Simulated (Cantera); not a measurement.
**Iron carbonyl, mercury and lead vapours: PbO + CO + H₂**

A closed system holds: 1 mol PbO, 0.43 mol CO, 0.29 mol H₂, held at 31.0 mbar.

Cantera equilibrium calculation (NASA polynomials, part measured and part estimated; ideal gas, pure solids and liquids). Candidate condensed phases: C, C₆H₆, C₇H₈, C₈H₁₈, H₂O, Pb, PbO, PbO₂, Pb₃O₄; 113 gas species. Each liquid is taken as pure. Mutual solubility and eutectic melting of coexisting phases are not modelled. Gases not in the tables: (PbO)n polymers. Equilibrium is a limit: real reactors are often held back by kinetics, nucleation or transport.

At 1125 K the condensed part is Pb(l) + PbO(yellow). From 1175 K to 1425 K the condensed part is Pb(l) + PbO(l). From 1475 K to 1575 K nothing is condensed.

```json
[
 {"T (K)": "1125", "x CO₂": "0.593", "x Pb": "0.00610", "x H₂O": "0.400", "x PbO": "0.000389", "n Pb(l)": "0.715", "n PbO(yellow)": "0.280", "n PbO(l)": "0"},
 {"T (K)": "1175", "x CO₂": "0.588", "x Pb": "0.0140", "x H₂O": "0.396", "x PbO": "0.00130", "n Pb(l)": "0.710", "n PbO(yellow)": "0", "n PbO(l)": "0.279"},
 {"T (K)": "1225", "x CO₂": "0.577", "x Pb": "0.0301", "x H₂O": "0.389", "x PbO": "0.00364", "n Pb(l)": "0.697", "n PbO(yellow)": "0", "n PbO(l)": "0.278"},
 {"T (K)": "1275", "x CO₂": "0.555", "x Pb": "0.0608", "x H₂O": "0.374", "x PbO": "0.00935", "n Pb(l)": "0.672", "n PbO(yellow)": "0", "n PbO(l)": "0.273"},
 {"T (K)": "1325", "x CO₂": "0.514", "x Pb": "0.116", "x H₂O": "0.347", "x PbO": "0.0223", "n Pb(l)": "0.622", "n PbO(yellow)": "0", "n PbO(l)": "0.262"},
 {"T (K)": "1375", "x CO₂": "0.441", "x Pb": "0.212", "x H₂O": "0.297", "x PbO": "0.0495", "n Pb(l)": "0.513", "n PbO(yellow)": "0", "n PbO(l)": "0.232"},
 {"T (K)": "1425", "x CO₂": "0.314", "x Pb": "0.369", "x H₂O": "0.212", "x PbO": "0.104", "n Pb(l)": "0.214", "n PbO(yellow)": "0", "n PbO(l)": "0.139"},
 {"T (K)": "1475", "x CO₂": "0.249", "x Pb": "0.418", "x H₂O": "0.168", "x PbO": "0.163", "n Pb(l)": "0", "n PbO(yellow)": "0", "n PbO(l)": "0"},
 {"T (K)": "1525", "x CO₂": "0.249", "x Pb": "0.418", "x H₂O": "0.168", "x PbO": "0.163", "n Pb(l)": "0", "n PbO(yellow)": "0", "n PbO(l)": "0"},
 {"T (K)": "1575", "x CO₂": "0.249", "x Pb": "0.418", "x H₂O": "0.168", "x PbO": "0.163", "n Pb(l)": "0", "n PbO(yellow)": "0", "n PbO(l)": "0"}
]
```
x: gas mole fraction; n: condensed amount in mol.
